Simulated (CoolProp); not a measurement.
The fluid at 744.88 K and 2.64 MPa flows at 5.9 m/s in a round tube of 6 mm bore and 45 µm roughness, fully developed (64/Re and Nu = 3.66 if laminar; Colebrook and Gnielinski if turbulent). The same conditions are run with several fluids, on thermodynamics alone (safety and materials aside).

The numbers come from the reference Helmholtz-energy equation of state of each fluid (oxygen: Schmidt 1985; carbon dioxide: Span 1996; nitrogen: Span 2000; water: Wagner 2002; dry air: Lemmon 2000) in CoolProp. Blends and air are pseudo-pure fits.

Rank oxygen, carbon dioxide, nitrogen, water, dry air by Reynolds number, highest first.

carbon dioxide (19900), nitrogen (12200), dry air (12100), oxygen (11800), water (10100)

```tsv
fluid	Darcy friction factor	pressure drop (Pa/m)	heat-transfer coefficient (W/(m² K))	mass flow (kg/h)
oxygen	0.0397	1560	452	8.13
carbon dioxide	0.0378	2050	689	11.3
nitrogen	0.0396	1360	427	7.09
water	0.0404	922	490	4.72
dry air	0.0396	1400	435	7.34
```

Above 300 K oxygen's equation is extrapolated.

Transport values come from each fluid's own correlations.
